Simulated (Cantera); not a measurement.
Input (Python, Cantera):

```python
import numpy as np
import cantera as ct

gas = ct.Solution("gri30.yaml")
gas.TPX = 1550, 100000, {'CH4': 1, 'H2': 0.11, 'O2': 1.03, 'N2': 3.86}
reactor = ct.IdealGasConstPressureReactor(gas, energy="on", clone=False)
net = ct.ReactorNet([reactor])
net.rtol, net.atol = 1e-08, 1e-16
show = ['CH4', 'H2', 'O2', 'CH3', 'HO2', 'H']
times = np.geomspace(1e-06, 4, 12)

steps = ct.SolutionArray(gas, extra=["t"])
rows = []
print(f"{'t/s':>10s}{'T/K':>9s}{'P/Pa':>11s}" + "".join(f"{s:>11s}" for s in show))
for t in times:
    while net.time < t:
        t_next = net.step()
        steps.append(gas.state, t=t_next)
    rows.append([np.interp(t, steps.t, y) for y in (steps.T, steps.P, *steps(*show).X.T)])
    print(f"{t:10.3e}{rows[-1][0]:9.1f}{rows[-1][1]:11.4g}" + "".join(f"{x:11.3e}" for x in rows[-1][2:]))
rate = np.gradient(steps.T, steps.t)
print("integrator steps:", len(steps.t))
if steps.T.max() > steps.T[0] + 200:
    print(f"time of steepest temperature rise: {steps.t[rate.argmax()]:.4e} s")
gas.TPX = 1550, 100000, {'CH4': 1, 'H2': 0.11, 'O2': 1.03, 'N2': 3.86}
gas.equilibrate("HP")
print(f"equilibrium (HP): T = {gas.T:.1f} K  " + "  ".join(f"{s} {gas[s].X[0]:.3e}" for s in show))
```

It prints:

```
       t/s      T/K       P/Pa        CH4         H2         O2        CH3        HO2          H
 1.000e-06   1550.0      1e+05  1.667e-01  1.833e-02  1.717e-01  5.443e-07  2.437e-07  4.293e-08
 3.983e-06   1550.0      1e+05  1.667e-01  1.833e-02  1.717e-01  2.512e-06  9.453e-07  5.459e-08
 1.586e-05   1550.0      1e+05  1.667e-01  1.833e-02  1.717e-01  1.227e-05  3.360e-06  1.099e-07
 6.318e-05   1549.9      1e+05  1.666e-01  1.833e-02  1.716e-01  8.760e-05  7.817e-06  5.401e-07
 2.516e-04   1556.2      1e+05  1.641e-01  1.847e-02  1.703e-01  6.410e-04  2.091e-05  4.761e-06
 1.002e-03   2574.3      1e+05  5.315e-08  1.623e-01  2.296e-05  5.564e-08  1.799e-08  9.713e-03
 3.991e-03   2552.3      1e+05  1.039e-11  1.611e-01  3.941e-05  1.450e-11  3.005e-08  1.273e-02
 1.590e-02   2552.5      1e+05  1.033e-11  1.610e-01  3.954e-05  1.444e-11  3.014e-08  1.275e-02
 6.331e-02   2552.6      1e+05  1.033e-11  1.610e-01  3.955e-05  1.443e-11  3.015e-08  1.275e-02
 2.522e-01   2552.6      1e+05  1.033e-11  1.610e-01  3.955e-05  1.443e-11  3.015e-08  1.275e-02
 1.004e+00   2552.6      1e+05  1.033e-11  1.610e-01  3.955e-05  1.443e-11  3.015e-08  1.275e-02
 4.000e+00   2552.6      1e+05  1.033e-11  1.610e-01  3.955e-05  1.443e-11  3.015e-08  1.275e-02
integrator steps: 1884
time of steepest temperature rise: 6.3050e-04 s
equilibrium (HP): T = 2552.6 K  CH4 1.162e-11  H2 1.610e-01  O2 3.955e-05  CH3 1.624e-11  HO2 3.015e-08  H 1.275e-02
```

Computed with Cantera and GRI-Mech 3.0 (53 species, 325 reactions).
